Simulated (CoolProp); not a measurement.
CF4 (R14) along the isobar 5.56 MPa: density (kg/m³) from the reference equation and from simpler models built on Tc = 227.4 K, pc = 3.762 MPa, ω = 0.178; each cubic takes its own stable root.

The numbers come from the reference Helmholtz-energy equation of state, Platzer 1990 in CoolProp. This equation is an older, rougher fit; its heat capacities, sound speeds and derivatives of the liquid may be far off and weren't checked against measurements.

| T (K) | phase | reference |
|---|---|---|
| 185.4 | liquid | 1401 |
| 212 | liquid | 1203 |
| 238.6 | supercritical | 764.9 |
| 265.2 | supercritical | 339.4 |
| 291.9 | supercritical | 258.0 |
| 318.5 | supercritical | 216.8 |
| 345.1 | supercritical | 189.7 |
| 371.7 | supercritical | 170.0 |
| 398.4 | supercritical | 154.6 |

Task: How far does each simpler model (van der Waals, Redlich-Kwong, Soave-Redlich-Kwong, Peng-Robinson) lie from the reference over these 9 states: mean and median of the absolute difference, and the worst?

Result: 
- van der Waals: mean 13.0 %, median 7.6 %, worst -31.6 % at 185.4 K and 5.56 MPa
- Redlich-Kwong: mean 4.5 %, median 3.3 %, worst -9.1 % at 212 K and 5.56 MPa
- Soave-Redlich-Kwong: mean 3.8 %, median 2.0 %, worst -12.3 % at 238.6 K and 5.56 MPa
- Peng-Robinson: mean 3.1 %, median 2.1 %, worst +9.2 % at 185.4 K and 5.56 MPa
